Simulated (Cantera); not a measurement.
**Equilibrium for abatement and gas-phase synthesis: SO2 + O2 + H2O**

Feed: 1 mol SO2, 0.31 mol O2, 2.5 mol H2O, at 0.000820 bar.

Cantera equilibrium calculation (NASA polynomials, part measured and part estimated; ideal gas, pure solids and liquids). Candidate condensed phases: H2O, H2SO4, S; 19 gas species. Rates play no part.

```csv
T (K),x H2O,x SO2,x O2,x OH,x H2
1325,0.656,0.262,0.0812,0.000166,1.08e-5
1425,0.656,0.262,0.0812,0.000470,5.29e-5
1525,0.655,0.262,0.0811,0.00116,0.000211
1625,0.653,0.262,0.0809,0.00254,0.000711
1725,0.649,0.261,0.0808,0.00510,0.00207
1825,0.641,0.260,0.0810,0.00944,0.00533
1925,0.624,0.256,0.0823,0.0163,0.0122
```
x: gas mole fraction; nothing condenses.

From 1325 K to 1925 K nothing is condensed.
